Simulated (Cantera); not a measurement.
An isothermal, constant-pressure homogeneous reactor starts with CH4 : H2 = 1 : 32 (molar parts), at 1525 K and 0.0133 bar. Integrator tolerance rtol = 1e-08.

Detailed kinetics in Cantera: GRI-Mech 3.0 (53 species, 325 reactions). GRI-Mech 3.0 stops at C3 and has no aromatics, soot or wall deposition, so with more carbon than oxygen in the feed, carbon stays in small species such as C2H2 where larger ones or solid carbon would form. Radical loss at walls, strong at low pressure, is not modelled.

**Question.** What does this change do: pressure from 0.0133 bar to 1.01 bar?

**Answer.** 
```
quantity                                             before                                      after
-----------------  ----------------------------------------  -----------------------------------------
x(CH4) at 2.00 s     0.0284 (gas-phase equilibrium 0.00101)      0.0264 (gas-phase equilibrium 0.0260)
x(H2) at 2.00 s         0.970 (gas-phase equilibrium 0.985)        0.972 (gas-phase equilibrium 0.972)
x(C2H4) at 2.00 s   3.05e-5 (gas-phase equilibrium 4.10e-5)  0.000342 (gas-phase equilibrium 0.000370)
x(C2H6) at 2.00 s   1.13e-6 (gas-phase equilibrium 3.85e-9)    2.53e-6 (gas-phase equilibrium 2.61e-6)
x(C2H) at 2.00 s   3.15e-10 (gas-phase equilibrium 6.46e-9)  8.22e-11 (gas-phase equilibrium 8.96e-11)
x(CH3) at 2.00 s    9.88e-5 (gas-phase equilibrium 4.24e-6)    1.28e-5 (gas-phase equilibrium 1.27e-5)
x(C2H2) at 2.00 s   0.000837 (gas-phase equilibrium 0.0142)    0.00157 (gas-phase equilibrium 0.00170)
```

**Question.** What does this change do: pressure from 0.0133 bar to 1.00 bar?

**Answer.** 
| quantity | before | after |
|---|---|---|
| x(CH4) at 2.00 s | 0.0284 (gas-phase equilibrium 0.00101) | 0.0263 (gas-phase equilibrium 0.0259) |
| x(H2) at 2.00 s | 0.970 (gas-phase equilibrium 0.985) | 0.972 (gas-phase equilibrium 0.972) |
| x(C2H4) at 2.00 s | 3.05e-5 (gas-phase equilibrium 4.10e-5) | 0.000343 (gas-phase equilibrium 0.000372) |
| x(C2H6) at 2.00 s | 1.13e-6 (gas-phase equilibrium 3.85e-9) | 2.51e-6 (gas-phase equilibrium 2.59e-6) |
| x(C2H) at 2.00 s | 3.15e-10 (gas-phase equilibrium 6.46e-9) | 8.40e-11 (gas-phase equilibrium 9.20e-11) |
| x(CH3) at 2.00 s | 9.88e-5 (gas-phase equilibrium 4.24e-6) | 1.28e-5 (gas-phase equilibrium 1.27e-5) |
| x(C2H2) at 2.00 s | 0.000837 (gas-phase equilibrium 0.0142) | 0.00159 (gas-phase equilibrium 0.00174) |
